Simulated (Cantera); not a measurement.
Charge: 1 mol FeS, 1.9 mol O₂, 5.8 mol H₂O, at 0.100 bar.

Equilibrium computed with Cantera from the NASA thermochemical tables; the gas is ideal and each condensed phase is pure. Candidate condensed phases: Fe, FeO, Fe(OH)₂, Fe(OH)₃, FeS, FeSO₄, FeS₂, Fe₂O₃, Fe₂(SO₄)₃, Fe₃O₄, H₂O, H₂SO₄, S; 22 gas species. Rates play no part. All values below are at 748 K.

Base state: H₂O 0.891, SO₂ 0.108, SO₃ 0.00167, H₂SO₄ 2.62e-5 (mole fractions); condensed: Fe₂O₃(s) + Fe₂(SO₄)₃(s).

Problem. What changes in the equilibrium state with this change: O₂ from 1.9 to 0.15 mol?

Solution. 
```csv
species,before,after
H₂O,0.891,0.989
H₂S,<1e-9,0.00855
SO₂,0.108,0.00170
SO₃,0.00167,<1e-9
H₂,<1e-9,0.000748
S₂,<1e-9,5.09e-5
H₂SO₄,2.62e-5,<1e-9
"Fe₂O₃(s), mol",0.404,0
"Fe₂(SO₄)₃(s), mol",0.0963,0
"FeS(s), mol",0,0.559
"FeS₂(s), mol",0,0.191
"Fe₃O₄(s), mol",0,0.0836
```
FeS: taken at fixed stoichiometry.
